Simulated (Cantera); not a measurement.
Standard-state values (1 bar) from the NASA 1993 polynomials, evaluated with Cantera. Values are per mole of reaction as written; species without (g) are pure solids or liquids, kept so even where they would boil at 1 bar.

KCl ⇌ Cl(g) + K(g), with ΔH° = 647.0 kJ and ΔS° = 242.9 J/K at 300 K.

Question: How far is the shortcut ΔG° ≈ ΔH°(300 K) − T·ΔS°(300 K) from the full temperature-dependent value at 848, 948, 1048, 1148, 1248, 1348, 1448, 1548 K?

Answer: 
```json
[
 {"T (K)": "848", "shortcut (kJ)": "441.0", "full (kJ)": "444.6", "difference (kJ)": "-3.6", "difference in log10 K": "0.22", "condensed phases": "KCl(s)"},
 {"T (K)": "948", "shortcut (kJ)": "416.7", "full (kJ)": "421.6", "difference (kJ)": "-4.9", "difference in log10 K": "0.27", "condensed phases": "KCl(s)"},
 {"T (K)": "1048", "shortcut (kJ)": "392.4", "full (kJ)": "399.0", "difference (kJ)": "-6.6", "difference in log10 K": "0.33", "condensed phases": "KCl(l)"},
 {"T (K)": "1148", "shortcut (kJ)": "368.1", "full (kJ)": "379.1", "difference (kJ)": "-10.9", "difference in log10 K": "0.50", "condensed phases": "KCl(l)"},
 {"T (K)": "1248", "shortcut (kJ)": "343.8", "full (kJ)": "359.4", "difference (kJ)": "-15.6", "difference in log10 K": "0.65", "condensed phases": "KCl(l)"},
 {"T (K)": "1348", "shortcut (kJ)": "319.5", "full (kJ)": "340.0", "difference (kJ)": "-20.4", "difference in log10 K": "0.79", "condensed phases": "KCl(l)"},
 {"T (K)": "1448", "shortcut (kJ)": "295.2", "full (kJ)": "320.8", "difference (kJ)": "-25.6", "difference in log10 K": "0.92", "condensed phases": "KCl(l)"},
 {"T (K)": "1548", "shortcut (kJ)": "270.9", "full (kJ)": "301.8", "difference (kJ)": "-30.9", "difference in log10 K": "1.04", "condensed phases": "KCl(l)"}
]
```
The shortcut ignores heat capacities and the phase changes listed.
